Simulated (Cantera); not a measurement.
Feed: 1 mol SiH4, 23 mol N2, at 21.0 Pa.

Equilibrium computed with Cantera from the NASA thermochemical tables; the gas is ideal and each condensed phase is pure. Candidate condensed phases: Si, Si3N4; 18 gas species. N2 is the only nitrogen source here; it is nearly inert below about 1500 K, so the nitride shown seldom forms there in practice. Mutual solubility and eutectic melting of coexisting phases are not modelled. Rates play no part.

Problem. What share of the Si ends up in condensed phases as a function of T (°C), at 1202, 1252, 1302, 1352, 1402, 1452, 1502, 1552, 1602, 1652, 1702, 1752, 1802?

Solution. 
```json
[
 {"T (°C)": "1202", "Si condensed (%)": "100.0", "as": "Si3N4(s)"},
 {"T (°C)": "1252", "Si condensed (%)": "99.9", "as": "Si3N4(s)"},
 {"T (°C)": "1302", "Si condensed (%)": "99.3", "as": "Si(s) + Si3N4(s)"},
 {"T (°C)": "1352", "Si condensed (%)": "97.9", "as": "Si(s)"},
 {"T (°C)": "1402", "Si condensed (%)": "94.5", "as": "Si(s)"},
 {"T (°C)": "1452", "Si condensed (%)": "87.2", "as": "Si(l)"},
 {"T (°C)": "1502", "Si condensed (%)": "72.2", "as": "Si(l)"},
 {"T (°C)": "1552", "Si condensed (%)": "41.9", "as": "Si(l)"},
 {"T (°C)": "1602", "Si condensed (%)": "0.0", "as": "-"},
 {"T (°C)": "1652", "Si condensed (%)": "0.0", "as": "-"},
 {"T (°C)": "1702", "Si condensed (%)": "0.0", "as": "-"},
 {"T (°C)": "1752", "Si condensed (%)": "0.0", "as": "-"},
 {"T (°C)": "1802", "Si condensed (%)": "0.0", "as": "-"}
]
```
